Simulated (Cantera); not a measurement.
CuO + CH₄ + N₂ (carbothermic reduction)

Charge: 1 mol CuO, 0.88 mol CH₄, 1.4 mol N₂, held at 1900 °C.

Method: chemical equilibrium by Gibbs-energy minimisation in Cantera with the NASA 1993 tables (ideal gas, pure condensed phases). Candidate condensed phases: C, C₆H₆, C₇H₈, C₈H₁₈, Cu, CuO, Cu(OH)₂, Cu₂O, H₂O; 139 gas species. Rates play no part.

From 0.0750 Torr to 24.0 Torr nothing is condensed. From 165 Torr to 7500 Torr the condensed part is Cu(l). The main Cu-bearing gas is Cu throughout.

| P (Pa) | log p H₂ | log p N₂ | log p CO | log p H | log p Cu | log p H₂O | log p CO₂ | n Cu(l) |
|---|---|---|---|---|---|---|---|---|
| 10 | -4.72 | -4.61 | -4.81 | -4.68 | -4.75 | -5.83 | -6.64 | 0 |
| 68 | -3.74 | -3.75 | -3.95 | -4.19 | -3.89 | -4.88 | -5.81 | 0 |
| 460 | -2.86 | -2.90 | -3.11 | -3.75 | -3.05 | -4.02 | -4.99 | 0 |
| 3200 | -1.99 | -2.05 | -2.26 | -3.31 | -2.20 | -3.17 | -4.15 | 0 |
| 22000 | -1.09 | -1.16 | -1.37 | -2.86 | -1.73 | -2.27 | -3.26 | 0.615 |
| 150000 | -0.22 | -0.29 | -0.50 | -2.43 | -1.73 | -1.40 | -2.39 | 0.948 |
| 1000000 | 0.61 | 0.54 | 0.33 | -2.01 | -1.73 | -0.57 | -1.56 | 0.992 |
log p: log10 of the partial pressure in bar; n: condensed amount in mol.
